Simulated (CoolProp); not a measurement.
Carbonyl sulfide along the isotherm 620 K: Z from the reference equation and from simpler models built on Tc = 378.8 K, pc = 6369 kPa, ω = 0.098; each cubic takes its own stable root.

Computed with CoolProp (reference Helmholtz-energy equation of state, Lemmon 2006). It is a short technical equation, of lower accuracy than the large ones.

| p (kPa) | phase | reference | van der Waals | Redlich-Kwong | Soave-Redlich-Kwong | Peng-Robinson |
|---|---|---|---|---|---|---|
| 3980 | gas | 0.9624 | 0.9493 | 0.9571 | 0.9679 | 0.9554 |
| 7960 | supercritical | 0.9290 | 0.9000 | 0.9194 | 0.9414 | 0.9187 |
| 11900 | supercritical | 0.9014 | 0.8564 | 0.8893 | 0.9222 | 0.8913 |
| 15900 | supercritical | 0.8805 | 0.8240 | 0.8683 | 0.9108 | 0.8734 |
| 19900 | supercritical | 0.8684 | 0.8102 | 0.8580 | 0.9079 | 0.8652 |
| 23900 | supercritical | 0.8654 | 0.8170 | 0.8583 | 0.9129 | 0.8657 |
| 27900 | supercritical | 0.8715 | 0.8405 | 0.8678 | 0.9250 | 0.8735 |
| 31800 | supercritical | 0.8849 | 0.8742 | 0.8842 | 0.9422 | 0.8867 |
